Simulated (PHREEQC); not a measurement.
Consider water at 25 °C with 14 mmol/kgw NH4Cl, 0.5 mmol/kgw Na2CO3 and 5 mmol/kgw NaCl. Closed to the air; pH follows from the charge balance.

Equilibrium calculation in PHREEQC: ion-association model, wateq4f.dat.

### Question
The ionic strength comes out as 0.0195 mol/kgw. What activity coefficients do Na+, NH4+, HCO3-, Cl-, CO3-2 get?

### Answer
Na+ 0.87, NH4+ 0.87, HCO3- 0.88, Cl- 0.87, CO3-2 0.59.

Precipitation was switched off in this run.
